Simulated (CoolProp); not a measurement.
Model: reference Helmholtz-energy equation of state, Thol 2015, in CoolProp.

Problem. For octamethylcyclotetrasiloxane (D4), give the phase and the speed of sound (m/s), isothermal compressibility (1/MPa), expansivity (1/kK), fugacity coefficient at 107.05 °C and 7.07 bar; 123.95 °C and 7.07 bar; 140.95 °C and 7.07 bar.

Solution. 
- 107.05 °C and 7.07 bar: liquid; speed of sound 664, isothermal compressibility 0.00313, expansivity 1.41, fugacity coefficient 0.0174
- 123.95 °C and 7.07 bar: liquid; speed of sound 615, isothermal compressibility 0.00371, expansivity 1.48, fugacity coefficient 0.0322
- 140.95 °C and 7.07 bar: liquid; speed of sound 568, isothermal compressibility 0.00446, expansivity 1.56, fugacity coefficient 0.0557
